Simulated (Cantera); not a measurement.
Charge: 1 mol Fe(CO)5, 8.8 mol CO, 68 mol H2, at 10000 Pa.

These are equilibrium values from Cantera (NASA tables, ideal gas, pure condensed phases), not measurements of a reactor. Candidate condensed phases: C, C6H6, C7H8, C8H18, Fe, Fe(CO)5, FeO, Fe(OH)2, Fe(OH)3, Fe2O3, Fe3O4, H2O; 114 gas species. Condensed phases not in the tables: cementite and carbon dissolved in iron. Equilibrium is a limit: real reactors are often held back by kinetics, nucleation or transport. All values below are at 727 °C.

Base state: H2 0.824, CO 0.163, CH4 0.00648, H2O 0.00530, CO2 0.00150 (mole fractions); condensed: C(graphite) + Fe(α).

### Question
What changes in the equilibrium state with this change: pressure from 10000 Pa to 101000 Pa?

### Answer
```json
[
 {"species": "H2", "before": "0.824", "after": "0.771"},
 {"species": "CO", "before": "0.163", "after": "0.124"},
 {"species": "CH4", "before": "0.00648", "after": "0.0522"},
 {"species": "H2O", "before": "0.00530", "after": "0.0424"},
 {"species": "CO2", "before": "0.00150", "after": "0.00980"},
 {"species": "C(graphite), mol", "before": "0.0253", "after": "0"},
 {"species": "Fe(α), mol", "before": "1.00", "after": "1.00"}
]
```

### Question
What changes in the equilibrium state with this change: CO from 8.8 to 4.7 mol?

### Answer
```tsv
species	before	after
H2	0.824	0.869
CO	0.163	0.119
CH4	0.00648	0.00595
CO2	0.00150	0.000980
H2O	0.00530	0.00497
C(graphite), mol	0.0253	0
Fe(α), mol	1.00	1.00
```
